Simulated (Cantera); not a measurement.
An isothermal, constant-pressure homogeneous reactor starts with CH₄ : N₂ = 1 : 38 (molar parts), at 1573 K and 0.000582 atm.

Computed with Cantera and GRI-Mech 3.0 (53 species, 325 reactions). GRI-Mech 3.0 stops at C3 and has no aromatics, soot or wall deposition, so with more carbon than oxygen in the feed, carbon stays in small species such as C2H2 where larger ones or solid carbon would form. Radical loss at walls, strong at low pressure, is not modelled.

Predict: x(CH₄) at 20.0 s; x(C₂H) at 20.0 s; x(C₂H₂) at 20.0 s; x(H) at 20.0 s; x(HCN) at 20.0 s.


| Property | Result |
|---|---|
| x(CH₄) at 20.0 s | 0.0172 (gas-phase equilibrium 7.17e-8) |
| x(C₂H) at 20.0 s | 1.12e-8 (gas-phase equilibrium 4.47e-8) |
| x(C₂H₂) at 20.0 s | 0.00323 (gas-phase equilibrium 0.00177) |
| x(H) at 20.0 s | 1.36e-5 (gas-phase equilibrium 0.000326) |
| x(HCN) at 20.0 s | 7.00e-8 (gas-phase equilibrium 0.0214) |
